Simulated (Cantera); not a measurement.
Input: 1 mol Si3N4, 1.4 mol CO2, 280 mol N2, at 1198.15 K and 1400 Pa.

Method: chemical equilibrium by Gibbs-energy minimisation in Cantera with the NASA 1993 tables (ideal gas, pure condensed phases). Candidate condensed phases: C, Si, SiC, SiO2, Si2N2O, Si3N4; 34 gas species. Kinetics and transport are ignored.

Base state: N2 0.995, CO 0.00461 (mole fractions); condensed: C(graphite) + Si2N2O(s).

Task: What changes in the equilibrium state with this change: Si3N4 replaced by Si?

Result: 
```json
[
 {"species": "N2", "before": "0.995", "after": "0.995"},
 {"species": "CO", "before": "0.00461", "after": "0.00498"},
 {"species": "C(graphite), mol", "before": "0.100", "after": "0"},
 {"species": "Si2N2O(s), mol", "before": "1.50", "after": "0.200"},
 {"species": "SiO2(β-quartz), mol", "before": "0", "after": "0.600"}
]
```
N2 is the only nitrogen source here; it is nearly inert below about 1500 K, so the nitride shown seldom forms there in practice. Mutual solubility and eutectic melting of coexisting phases are not modelled. The tables hold silica as quartz up to 1696 K and as liquid above; real silica turns to tridymite and cristobalite and melts near 1996 K.

Task: What changes in the equilibrium state with this change: temperature from 1198.15 K to 900 K?

Result: 
```tsv
species	before	after
N2	0.995	0.999
CO	0.00461	0.000603
C(graphite), mol	0.100	1.23
Si2N2O(s), mol	1.50	1.12
SiO2(β-quartz), mol	0	0.754
```
